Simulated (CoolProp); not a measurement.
Vapour-liquid equilibrium of CH2F2 (R32) (1) + R143a (2) at -25.05 °C; x and y are mole fractions of (1).

Computed with CoolProp (multi-fluid Helmholtz-energy mixture model, Tillner-Roth 1997 and Lemmon and Jacobsen 2000; pair parameters Bell 2016).

```tsv
x	bubble pressure (bar)	y at the bubble point	dew pressure at overall composition x (bar)	liquid density (mol/L)
0.05	2.705	0.080	2.669	13.40
0.125	2.834	0.184	2.760	13.83
0.2	2.948	0.276	2.853	14.29
0.275	3.047	…	2.947	14.77
0.35	3.133	0.429	3.040	15.29
0.425	…	0.496	3.128	15.85
0.5	3.266	0.560	…	16.45
0.575	3.314	0.620	3.279	17.09
0.65	3.351	0.680	3.334	17.78
0.725	3.376	…	3.371	…
0.8	3.387	0.803	3.387	19.33
0.875	3.384	0.870	3.384	20.21
0.95	3.364	0.945	3.362	21.16
```

Problem. Some entries are withheld; supply them.

Solution. 
- 0.275, y at the bubble point: 0.356
- 0.425, bubble pressure (bar): 3.205
- 0.5, dew pressure at overall composition x (bar): 3.209
- 0.725, y at the bubble point: 0.740
- 0.725, liquid density (mol/L): 18.53

y crosses x between x = 0.8 and 0.875: the model has an azeotrope there.

The pair parameters rest on a limited set of measurements; away from them the model extrapolates.
